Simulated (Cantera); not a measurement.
What does this Cantera script print?

```python
import numpy as np
import cantera as ct

surf = ct.Interface("ptcombust.yaml", "Pt_surf")
gas = surf.adjacent["gas"]
gas.TPX = 300, 40000, {'CH4': 0.013, 'O2': 0.069, 'N2': 0.79}
jet = ct.ImpingingJet(gas=gas, width=0.023, surface=surf)
jet.inlet.mdot, jet.inlet.T, jet.inlet.X = 0.12, 300, {'CH4': 0.013, 'O2': 0.069, 'N2': 0.79}
jet.set_refine_criteria(ratio=10, slope=0.2, curve=0.3)
show, cover = ['CH4', 'O2', 'H2O', 'OH', 'CO', 'CO2'], ["PT(S)", "H(S)", "O(S)", "OH(S)", "CO(S)", "C(S)"]

rows = []
print(f"{'Ts/K':>7s}" + "".join(f"{s:>11s}" for s in show + cover) + "   (gas at the wall, coverages)")
for i, Ts in enumerate([900, 950, 1000, 1050, 1100, 1150, 1200, 1250]):
    jet.surface.T = Ts
    if i == 0:
        surf.TP = Ts, 40000
        surf.coverages = "PT(S):0.5, O(S):0.5"
        surf.advance_coverages(1.0)
        jet.set_initial_guess(products="inlet")
    jet.solve(loglevel=0, auto=(i == 0))
    rows.append([*(jet.X[gas.species_index(s), -1] for s in show), *surf[cover].coverages])
    print(f"{Ts:7g}" + "".join(f"{x:11.3e}" for x in rows[-1]))
```

Result:

```
   Ts/K        CH4         O2        H2O         OH         CO        CO2      PT(S)       H(S)       O(S)      OH(S)      CO(S)       C(S)   (gas at the wall, coverages)
    900  9.402e-03  6.744e-02  1.026e-02  1.188e-08  3.130e-06  6.725e-03  1.537e-01  6.829e-08  8.447e-01  1.535e-03  1.005e-05  3.574e-08
    950  6.716e-03  6.176e-02  1.522e-02  3.815e-08  3.086e-06  9.995e-03  2.145e-01  1.897e-07  7.838e-01  1.735e-03  7.741e-06  3.704e-08
   1000  4.705e-03  5.752e-02  1.891e-02  1.035e-07  2.908e-06  1.243e-02  2.791e-01  4.248e-07  7.191e-01  1.758e-03  5.433e-06  3.395e-08
   1050  3.369e-03  5.471e-02  2.133e-02  2.480e-07  2.748e-06  1.404e-02  3.447e-01  8.222e-07  6.536e-01  1.674e-03  3.722e-06  2.962e-08
   1100  2.503e-03  5.291e-02  2.287e-02  5.402e-07  2.657e-06  1.506e-02  4.096e-01  1.440e-06  5.888e-01  1.539e-03  2.581e-06  2.558e-08
   1150  1.932e-03  5.175e-02  2.385e-02  1.084e-06  2.646e-06  1.571e-02  4.725e-01  2.344e-06  5.261e-01  1.386e-03  1.840e-06  2.228e-08
   1200  1.542e-03  5.101e-02  2.448e-02  2.031e-06  2.719e-06  1.611e-02  5.327e-01  3.615e-06  4.660e-01  1.233e-03  1.355e-06  1.969e-08
   1250  1.223e-03  5.063e-02  2.484e-02  3.603e-06  3.094e-06  1.623e-02  5.892e-01  5.332e-06  4.097e-01  1.087e-03  1.024e-06  1.706e-08
```

Model: Deutschmann's 1995 Pt surface mechanism with GRI-Mech 3.0 gas chemistry, integrated in Cantera. Catalytic surfaces can have several steady states; this one follows from the mechanism file's or the stated starting coverage.
